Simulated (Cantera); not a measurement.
# C2F6 + F2 + H2 (fluorocarbon and chlorocarbon gases)

A closed system holds: 1 mol C2F6, 1.7 mol F2, 0.086 mol H2, equilibrated at 34.0 Pa.

These are equilibrium values from Cantera (NASA tables, ideal gas, pure condensed phases), not measurements of a reactor. Candidate condensed phases: C, C6H6, C7H8, C8H18; 95 gas species. The feed counts by its element totals alone. Gases not in the tables: C2F6 and larger saturated fluorocarbons. Kinetics and transport are ignored.

| T (K) | x F | x CF4 | x CF2 | x CF | x HF | x C3 | n C(graphite) |
|---|---|---|---|---|---|---|---|
| 1125 | 0.360 | 0.589 | <1e-12 | <1e-12 | 0.0506 | <1e-12 | 0 |
| 1325 | 0.361 | 0.588 | <1e-12 | <1e-12 | 0.0506 | <1e-12 | 0 |
| 1525 | 0.361 | 0.588 | 2.15e-8 | <1e-12 | 0.0506 | <1e-12 | 0 |
| 1725 | 0.361 | 0.588 | 8.98e-5 | 2.59e-9 | 0.0506 | <1e-12 | 0 |
| 1925 | 0.416 | 0.493 | 0.0415 | 4.58e-5 | 0.0462 | <1e-12 | 0 |
| 2125 | 0.684 | 0.0376 | 0.246 | 0.00357 | 0.0250 | 3.68e-7 | 0 |
| 2325 | 0.858 | 0.000305 | 0.106 | 0.0157 | 0.0202 | 7.77e-5 | 0.961 |
| 2525 | 0.918 | 2.21e-6 | 0.0274 | 0.0324 | 0.0186 | 0.00215 | 1.38 |
| 2725 | 0.874 | 2.14e-8 | 0.00693 | 0.0536 | 0.0167 | 0.0359 | 0.183 |
x: gas mole fraction; n: condensed amount in mol.

From 1125 K to 2125 K nothing is condensed. From 2325 K to 2725 K the condensed part is C(graphite). The main C-bearing gas is CF4 at 1125 K and C3 at 2725 K.
